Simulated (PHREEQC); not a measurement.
Consider water at 40 °C with 0.024 mol BaCl2, 0.15 mol SrBr2, 0.014 mol MnCl2 and 3.3e-05 mol RbCl per kg of water. Closed to the air; pH follows from the charge balance.

All values are PHREEQC results (ion-association model, wateq4f.dat), not measurements.

```json
{
 "pH": "6.25",
 "ionic_strength": "0.562 mol/kgw",
 "activity_of_water": "0.990"
}
```

```csv
species,molality,activity,log γ
Br-,0.300,0.219,-0.136
Sr+2,0.150,0.0365,-0.614
Cl-,0.0751,0.0472,-0.202
Ba+2,0.0240,0.00477,-0.702
Mn+2,0.0131,0.00306,-0.632
MnCl+,0.000882,0.000589,-0.175
Rb+,3.30e-5,2.41e-5,-0.136
MnCl2,1.06e-5,1.21e-5,0.056
H+,7.48e-7,5.65e-7,-0.122
MnOH+,6.61e-7,4.41e-7,-0.175
MnCl3-,2.36e-7,1.58e-7,-0.175
```

This is a speciation only: nothing precipitates in the calculation. Species that the database lacks are ignored. Constants without temperature data keep their 25 °C values here.
